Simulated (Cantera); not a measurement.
Feed: 1 mol CH3OH, 0.032 mol NH3, 3 mol N2, equilibrated at 2025 °C and 880000 Pa.

These are equilibrium values from Cantera (NASA tables, ideal gas, pure condensed phases), not measurements of a reactor. Candidate condensed phases: C, C6H6, C7H8, C8H18, H2O; 136 gas species. The numbers say what is thermodynamically allowed, not how fast it happens.

Base state: N2 0.497, H2 0.336, CO 0.164, H 0.00187, H2O 0.000589, HCN 0.000577, HNC 5.25e-5, CO2 5.15e-5 (mole fractions); condensed: gas only.

**Question.** What changes in the equilibrium state with this change: temperature from 2025 °C to 652 °C?

**Answer.** 
```tsv
species	before	after
N2	0.497	0.592
H2	0.336	0.182
H2O	0.000589	0.0876
CO	0.164	0.0368
CH4	7.38e-6	0.0659
CO2	5.15e-5	0.0359
H	0.00187	<1e-9
HNC	5.25e-5	<1e-9
C(graphite), mol	0	0.293
```

**Question.** What changes in the equilibrium state with this change: temperature from 2025 °C to 1327 °C?

**Answer.** 
```json
[
 {"species": "N2", "before": "0.497", "after": "0.498"},
 {"species": "H2", "before": "0.336", "after": "0.336"},
 {"species": "CO", "before": "0.164", "after": "0.164"},
 {"species": "H", "before": "0.00187", "after": "1.06e-5"},
 {"species": "CH4", "before": "7.38e-6", "after": "0.000720"},
 {"species": "HNC", "before": "5.25e-5", "after": "8.52e-6"},
 {"species": "NH3", "before": "1.58e-5", "after": "5.64e-5"}
]
```

**Question.** What changes in the equilibrium state with this change: CH3OH replaced by C6H6?

**Answer.** 
| species | before | after |
|---|---|---|
| H2 | 0.336 | 0.487 |
| N2 | 0.497 | 0.486 |
| HCN | 0.000577 | 0.0199 |
| CO | 0.164 | 0 |
| H2O | 0.000589 | 0 |
| CO2 | 5.15e-5 | 0 |
| C2H4 | 8.06e-9 | 1.42e-5 |
| C(graphite), mol | 0 | 5.84 |
